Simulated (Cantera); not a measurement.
Input (Python, Cantera) and output of one run.

```python
import numpy as np
import cantera as ct

gas_names = """
    N2 SF4 NF3
""".split()
cond_names = """
    S(cr1) S(cr2) S(L)
""".split()


# ... load() reads the species with a 1 bar reference pressure and builds the phases ...
species = {s.name: s for s in load("nasa_gas.yaml", gas_names) + load("nasa_condensed.yaml", cond_names)}
# Each term lists the table entries of one substance; the one whose range holds T is used.
reactions = {
    '2 N2(g) + 3 SF4(g) = 4 NF3(g) + 3 S':
        [(-2, ['N2']), (-3, ['SF4']), (4, ['NF3']), (3, ['S(cr1)', 'S(cr2)', 'S(L)'])],
}


def pick(names, T):
    return next(species[n] for n in names if species[n].thermo.min_temp <= T <= species[n].thermo.max_temp)


results = []
for label, terms in reactions.items():
    print(label)
    print("     T/K   dH/kJ  dS/(J/K)   dG/kJ   log10 K")
    for T in [300, 623, 698, 773, 848, 923, 998]:
        used = [(nu, pick(names, T)) for nu, names in terms]
        dH = sum(nu * s.thermo.h(T) for nu, s in used) / 1e6
        dS = sum(nu * s.thermo.s(T) for nu, s in used) / 1e3
        dG = dH - T * dS / 1e3
        logK = -dG * 1e6 / (ct.gas_constant * T * np.log(10))
        results.append((label, T, dH, dS, dG, logK, [s.name for _, s in used]))
        print(f"{T:8g} {dH:8.1f} {dS:8.1f} {dG:8.1f} {logK:8.2f}")
```

It prints:

```
2 N2(g) + 3 SF4(g) = 4 NF3(g) + 3 S
     T/K   dH/kJ  dS/(J/K)   dG/kJ   log10 K
     300   1762.7   -142.8   1805.5  -314.37
     623   1779.9   -104.9   1845.3  -154.71
     698   1782.6   -100.9   1853.0  -138.67
     773   1785.0    -97.6   1860.4  -125.71
     848   1787.7    -94.3   1867.6  -115.04
     923   1791.0    -90.6   1874.6  -106.08
     998   1794.3    -87.1   1881.2   -98.46
```

Cantera with NASA thermochemical tables; ideal gases at 1 bar, condensed phases pure. Condensed species are held in their standard states even where they would react or evaporate.
